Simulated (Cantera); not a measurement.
Fe(CO)5 + CO + N2 + H2 (iron carbonyl, mercury and lead vapours)

Charge: 1 mol Fe(CO)5, 0.2 mol CO, 12 mol N2, 0.16 mol H2, held at 1.33 mbar.

These are equilibrium values from Cantera (NASA tables, ideal gas, pure condensed phases), not measurements of a reactor. Candidate condensed phases: C, C6H6, C7H8, C8H18, Fe, Fe(CO)5, FeO, Fe(OH)2, Fe(OH)3, Fe2O3, Fe3O4, H2O; 140 gas species. Condensed phases not in the tables: cementite and carbon dissolved in iron. Rates play no part.

```csv
T (K),x N2,x CO,x H2,x CO2,x H,x Fe,x H2O,x HCN,n C(graphite),n Fe(α),n Fe(γ)
900,0.692,0.298,0.00921,0.000663,3.07e-10,<1e-12,8.90e-6,6.97e-8,0.0117,1.00,0
950,0.691,0.299,0.00921,0.000200,1.46e-9,<1e-12,3.43e-6,1.78e-7,0.00352,1.00,0
1000,0.691,0.299,0.00922,6.78e-5,5.97e-9,1.12e-11,1.45e-6,4.14e-7,0.00119,1.00,0
1050,0.691,0.299,0.00922,2.56e-5,2.13e-8,1.15e-10,6.68e-7,8.88e-7,0,1.00,0
1100,0.691,0.300,0.00922,1.06e-5,6.80e-8,9.46e-10,3.29e-7,1.77e-6,0,1.00,0
1150,0.691,0.300,0.00921,4.72e-6,1.96e-7,6.44e-9,1.73e-7,3.34e-6,0,1.00,0
1200,0.691,0.300,0.00921,3.60e-6,5.19e-7,3.72e-8,1.52e-7,3.73e-6,0,0,1.000
1250,0.691,0.300,0.00921,3.34e-6,1.27e-6,1.86e-7,1.61e-7,3.48e-6,0,0,1.000
1300,0.691,0.300,0.00921,3.13e-6,2.91e-6,8.19e-7,1.70e-7,3.27e-6,0,0,1.000
1350,0.691,0.300,0.00921,2.94e-6,6.26e-6,3.22e-6,1.78e-7,3.09e-6,0,0,1.000
1400,0.691,0.300,0.00921,2.78e-6,1.28e-5,1.15e-5,1.85e-7,2.93e-6,0,0,1.000
```
x: gas mole fraction; n: condensed amount in mol.

From 900 K to 1000 K the condensed part is C(graphite) + Fe(α). From 1050 K to 1150 K the condensed part is Fe(α). From 1200 K to 1400 K the condensed part is Fe(γ).
